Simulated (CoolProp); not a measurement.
Saturation properties of propyne (Tc = 402.7 K, pc = 5658 kPa, ω = 0.204).

Values from CoolProp's reference Helmholtz-energy equation of state, Polt 1992. This equation is an older, rougher fit; its heat capacities, sound speeds and derivatives of the liquid may be far off and weren't checked against measurements.

| T (K) | p (kPa) | enthalpy of vaporisation (kJ/kg) | vapour Z |
|---|---|---|---|
| 321.5 | 1090 | 429.3 | 0.8309 |
| 326.6 | 1235 | 419.7 | 0.8155 |
| 331.7 | 1395 | 409.4 | ? |
| 336.7 | 1566 | 398.6 | 0.7822 |
| 341.8 | ? | 386.6 | 0.7638 |
| 346.9 | ? | 373.8 | ? |
| 351.9 | ? | ? | 0.7238 |
| 357 | 2430 | 345.2 | 0.7017 |
| 362.1 | 2695 | 328.9 | 0.6780 |

Question: Some entries are withheld; supply them.

Answer: 
- 331.7, vapour Z: 0.7992
- 341.8, p (kPa): 1757
- 346.9, p (kPa): 1965
- 346.9, vapour Z: 0.7443
- 351.9, p (kPa): 2186
- 351.9, enthalpy of vaporisation (kJ/kg): 360.2
